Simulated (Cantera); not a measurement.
Input (Python, Cantera):

```python
import numpy as np
import cantera as ct

gas = ct.Solution("gri30.yaml")
gas.TPX = 1250, 101325, {'CH4': 0.0053, 'O2': 0.031, 'N2': 1}
inlet = ct.Reservoir(gas, clone=True)

reactor = ct.IdealGasConstPressureReactor(gas, energy="off", clone=False)
exhaust = ct.Reservoir(gas, clone=True)
tau = [19, 4.3, 0.95, 0.21, 0.046, 0.01, 0.0023][0]
for a, b in ((inlet, reactor), (reactor, exhaust)):
    ct.MassFlowController(a, b, mdot=lambda t: reactor.mass / tau)
net = ct.ReactorNet([reactor])
show = ['CH4', 'O2', 'H2O', 'CO2', 'CH2O']

rows = []
print(f"{'tau/s':>10s}{'T/K':>9s}" + "".join(f"{s:>11s}" for s in show))
for tau in [19, 4.3, 0.95, 0.21, 0.046, 0.01, 0.0023]:
    net.initial_time = 0.0
    net.advance(30 * tau)
    before = gas.X
    net.advance(40 * tau)
    drift = np.max(np.abs(gas.X - before) / (gas.X + 1e-9))
    rows.append([gas.T, *gas[show].X, drift])
    print(f"{tau:10.3e}{gas.T:9.1f}" + "".join(f"{x:11.3e}" for x in gas[show].X))
```

Output:

```
     tau/s      T/K        CH4         O2        H2O        CO2       CH2O
 1.900e+01   1250.0  1.183e-06  1.969e-02  1.022e-02  5.105e-03  6.139e-08
 4.300e+00   1250.0  3.203e-06  1.970e-02  1.021e-02  5.086e-03  1.787e-07
 9.500e-01   1250.0  8.703e-06  1.973e-02  1.019e-02  5.032e-03  5.291e-07
 2.100e-01   1250.0  2.287e-05  1.983e-02  1.015e-02  4.878e-03  1.487e-06
 4.600e-02   1250.0  5.838e-05  2.007e-02  1.002e-02  4.488e-03  3.874e-06
 1.000e-02   1250.0  1.549e-04  2.067e-02  9.697e-03  3.627e-03  9.861e-06
 2.300e-03   1250.0  5.114e-03  2.991e-02  1.190e-07  1.356e-11  7.573e-08
```

Detailed kinetics in Cantera: GRI-Mech 3.0 (53 species, 325 reactions).
